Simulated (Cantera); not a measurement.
A perfectly stirred reactor is fed with H₂ : O₂ = 0.092 : 1 (molar parts), equivalence ratio 0.046, at 20.0 Torr; it is held at 1350 K, and followed from long to short residence time.

Detailed kinetics in Cantera: the H2/O2 subset of GRI-Mech 3.0, which has no nitrogen chemistry. Radical loss at walls, strong at low pressure, is not modelled. The temperature is held fixed by assumption; the heat of reaction is taken as removed at once.

Question: Predict: x(H₂) at τ = 0.540 s; x(O₂) at τ = 0.540 s; x(H) at τ = 0.540 s; x(HO₂) at τ = 0.540 s; x(O) at τ = 0.540 s; x(H₂) at τ = 20.0 ms; x(O₂) at τ = 20.0 ms; x(H) at τ = 20.0 ms; x(HO₂) at τ = 20.0 ms; x(O) at τ = 20.0 ms.

Answer: 
| Property | Result |
|---|---|
| x(H₂) at τ = 0.540 s | 0.000212 |
| x(O₂) at τ = 0.540 s | 0.908 |
| x(H) at τ = 0.540 s | 0.000221 |
| x(HO₂) at τ = 0.540 s | 2.32e-6 |
| x(O) at τ = 0.540 s | 0.00310 |
| x(H₂) at τ = 20.0 ms | 0.00144 |
| x(O₂) at τ = 20.0 ms | 0.887 |
| x(H) at τ = 20.0 ms | 0.00414 |
| x(HO₂) at τ = 20.0 ms | 5.71e-6 |
| x(O) at τ = 20.0 ms | 0.0215 |
